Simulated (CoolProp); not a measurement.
A simple Rankine cycle with R365MFC: condensing at 291.15 K, boiler at 0.443 MPa, turbine inlet 376.8 K, turbine efficiency 0.65, pump efficiency 0.7, no recuperator. Each further row changes one setting.

The numbers come from the reference Helmholtz-energy equation of state, Lemmon 2016 in CoolProp.

```tsv
case	thermal efficiency (%)	net work (kJ/kg)	heat in (kJ/kg)	turbine exit temperature (K)	volume ratio over the turbine
as stated	10.1	28.3	281	343.9	10.5
turbine inlet 396.8 K	9.9	30.2	306	364.4	10.4
condensing temperature 283.15 K	11.1	32.4	292	339.7	14.9
boiler pressure 0.31 MPa	8.7	24.7	284	349.9	7.23
turbine efficiency 0.55	8.5	23.9	281	348.0	10.7
```
